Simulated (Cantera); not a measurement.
Mixture: 19.6 % CO, 3.52 % H₂, 0.881 % CH₄, 17.3 % O₂, 55.4 % N₂, 3.33 % H₂O, at 2330 Torr, adiabatic and at constant pressure. Ignition delay is the time to a rise of 400 K.

Model: GRI-Mech 3.0 (53 species, 325 reactions), integrated in Cantera. Below about 1000 K GRI-Mech 3.0 lacks low-temperature oxidation paths.

### Question
Predict: delay at 975 K; delay at 1075 K; delay at 1175 K; delay at 1275 K; apparent activation energy between 1225 and 1325 K.

### Answer
- delay at 975 K = 9.25 ms
- delay at 1075 K = 0.604 ms
- delay at 1175 K = 95.8 µs
- delay at 1275 K = 36.0 µs
- apparent activation energy between 1225 and 1325 K = 97 kJ/mol
